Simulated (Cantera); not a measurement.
An adiabatic, constant-pressure homogeneous reactor starts with CH4 : H2 : O2 : N2 : H2O = 1 : 0.14 : 2.96 : 11.1 : 0.51 (molar parts), equivalence ratio 0.70, at 1225 K and 9.87 atm. Integrator tolerance rtol = 1e-08.

Cantera simulation using GRI-Mech 3.0 (53 species, 325 reactions); the numbers are that mechanism's predictions, not measurements.

Task: What does this change do: pressure from 9.87 atm to 0.819 atm?

Result: 
```csv
quantity,before,after
time of steepest temperature rise,0.914 ms,9.61 ms
temperature at 1.00 s,2485 K,2421 K
equilibrium temperature,2485 K,2421 K
x(CH4) at 1.00 s,<1e-12 (gas-phase equilibrium <1e-12),<1e-12 (gas-phase equilibrium <1e-12)
x(H2) at 1.00 s,0.00127 (gas-phase equilibrium 0.00127),0.00306 (gas-phase equilibrium 0.00306)
x(O2) at 1.00 s,0.0513 (gas-phase equilibrium 0.0513),0.0528 (gas-phase equilibrium 0.0528)
x(C2H4) at 1.00 s,<1e-12 (gas-phase equilibrium <1e-12),<1e-12 (gas-phase equilibrium <1e-12)
x(O) at 1.00 s,0.000969 (gas-phase equilibrium 0.000969),0.00246 (gas-phase equilibrium 0.00246)
x(CH2CO) at 1.00 s,<1e-12 (gas-phase equilibrium <1e-12),<1e-12 (gas-phase equilibrium <1e-12)
x(H) at 1.00 s,0.000267 (gas-phase equilibrium 0.000267),0.00108 (gas-phase equilibrium 0.00108)
```
